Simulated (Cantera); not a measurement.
## Adiabatic ignition

An adiabatic, constant-pressure homogeneous reactor starts with 3.90 % CH₄, 0.156 % C₂H₆, 5.46 % C₃H₈, 18.8 % O₂, 70.6 % N₂, 1.09 % H₂, equivalence ratio 1.9, at 1150 K and 6.40 bar.

Detailed kinetics in Cantera: GRI-Mech 3.0 (53 species, 325 reactions). GRI-Mech 3.0 was tuned for natural gas; its chemistry of propane as a main component is partial and can be far from experiment.

| t (s) | T (K) | x CH₄ | x C₂H₆ | x C₃H₈ | x HCN | x CO₂ |
|---|---|---|---|---|---|---|
| 3.00e-6 | 1150 | 0.0390 | 0.00156 | 0.0546 | <1e-12 | <1e-12 |
| 9.76e-6 | 1150 | 0.0390 | 0.00156 | 0.0546 | <1e-12 | <1e-12 |
| 3.18e-5 | 1150 | 0.0390 | 0.00156 | 0.0546 | <1e-12 | 3.60e-11 |
| 0.000103 | 1150 | 0.0390 | 0.00156 | 0.0546 | <1e-12 | 2.17e-9 |
| 0.000337 | 1150 | 0.0392 | 0.00159 | 0.0543 | <1e-12 | 3.31e-8 |
| 0.00110 | 1151 | 0.0397 | 0.00172 | 0.0530 | <1e-12 | 2.18e-7 |
| 0.00357 | 1164 | 0.0419 | 0.00248 | 0.0448 | <1e-12 | 1.03e-5 |
| 0.0116 | 2352 | 8.30e-10 | <1e-12 | <1e-12 | 1.26e-6 | 0.0215 |
| 0.0378 | 2352 | 8.16e-10 | <1e-12 | <1e-12 | 6.72e-7 | 0.0216 |
| 0.123 | 2352 | 8.16e-10 | <1e-12 | <1e-12 | 6.57e-7 | 0.0216 |
| 0.400 | 2352 | 8.16e-10 | <1e-12 | <1e-12 | 6.57e-7 | 0.0216 |
x: mole fraction; the columns are a selection and need not sum to one.

```json
{
  "time_of_steepest_temperature_rise": "4.45 ms",
  "temperature at 0.400 s": "2352 K",
  "equilibrium_temperature": "2352 K",
  "x(CH₄) at 0.400 s": "8.16e-10 (gas-phase equilibrium 9.17e-10)",
  "x(C₂H₆) at 0.400 s": "<1e-12 (gas-phase equilibrium <1e-12)",
  "x(C₃H₈) at 0.400 s": "<1e-12 (gas-phase equilibrium <1e-12)"
}
```
